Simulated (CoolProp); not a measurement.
Properties of R365MFC along the isobar 37 bar.

Values from CoolProp's reference Helmholtz-energy equation of state, Lemmon 2016.

| T (K) | phase | density (kg/m³) | speed of sound (m/s) | expansivity (1/kK) |
|---|---|---|---|---|
| 326.2 | liquid | ___ | 650.8 | 1.816 |
| 348 | liquid | 1157 | 574.2 | 2.033 |
| 369.7 | liquid | 1104 | 498.6 | 2.342 |
| 391.4 | liquid | 1044 | 422.6 | 2.815 |
| 413.1 | liquid | ___ | 344.2 | 3.629 |
| 434.8 | liquid | 886.2 | 259.5 | 5.385 |
| 456.6 | liquid | 744.6 | 154.3 | 13.23 |
| 478.3 | supercritical | 265.2 | 98.12 | ___ |
| 500 | supercritical | 204.5 | 119.6 | 8.105 |

Question: What belongs in the gaps?

Answer: 
- 326.2, density (kg/m³): 1206
- 413.1, density (kg/m³): 974.4
- 478.3, expansivity (1/kK): 19.77
